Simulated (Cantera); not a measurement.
Thermodynamics of abatement and gas-phase synthesis, feed H2O

A closed system holds: 1 mol H2O, equilibrated at 1902 °C and 0.000620 bar.

Cantera equilibrium calculation (NASA polynomials, part measured and part estimated; ideal gas, pure solids and liquids). Candidate condensed phases: H2O; 9 gas species. Kinetics and transport are ignored.

```yaml
x(H2O): 0.689
x(H2): 0.118
x(H): 0.0674
x(OH): 0.0528
x(O2): 0.0521
x(O): 0.0211
gas_amount: 1.154 mol
```
